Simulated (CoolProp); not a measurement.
Aqueous lithium chloride as a coolant, 10 % by mass, freezing at -12.2 °C, 1 atm.

Values from CoolProp's Melinder's fits for secondary coolants.

```csv
T (°C),Prandtl number,cp (kJ/(kg K)),conductivity (W/(m K)),density (kg/m³)
-7.6,21.3,3.619,0.531,1060
-1.2,___,___,0.541,1060
5.3,13.6,3.642,0.551,1059
11.7,___,3.654,___,1058
18.2,9.45,3.667,___,1056
24.6,8.08,3.679,0.581,1055
31.1,___,3.692,0.590,1053
```

### Question
Complete the blanks.

### Answer

- -1.2, Prandtl number: 16.8
- -1.2, cp (kJ/(kg K)): 3.631
- 11.7, Prandtl number: 11.2
- 11.7, conductivity (W/(m K)): 0.561
- 18.2, conductivity (W/(m K)): 0.571
- 31.1, Prandtl number: 6.94
